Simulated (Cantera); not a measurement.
Input: 1 mol AlI3, 0.36 mol H2O, 31 mol H2, at 1098.15 K.

Cantera equilibrium calculation (NASA polynomials, part measured and part estimated; ideal gas, pure solids and liquids). Candidate condensed phases: Al, AlI3, Al2O3, H2O, I2; 25 gas species. Rates play no part.

### Question
At 19.0 mbar, list the 6 most abundant gas species with their mole fractions, and the condensed phases.

### Answer
H2 0.954, AlI3 0.0231, HI 0.0190, I 0.00358, AlI 0.000242, I2 1.51e-5. Condensed: Al2O3(s).
